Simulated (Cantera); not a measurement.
Gas mixture: 66.7 % C2H2, 33.3 % H2, at 3.00 Torr, frozen composition.

Cantera's kinetic-theory transport with the Lennard-Jones parameters of GRI-Mech 3.0, ideal gas; thermal conductivity in the mixture-averaged form. The composition is frozen, though it would react at the higher temperatures.

One state of this run: ρ (kg/m³) = 0.000598; cp (J/kg/K) = 3381; μ (µPa s) = 35.9; λ (mW/m/K) = 236; Pr = 0.514; D (cm²/s) NO = 849; D (cm²/s) H2 = 2250; D (cm²/s) C2H2 = 2250. D: mixture-averaged diffusion coefficient of that species in the mixture.

### Question
Which value of T (K) does it belong to?
(A) 1600
(B) 1450
(C) 700
(D) 1000

### Answer
B, 1450
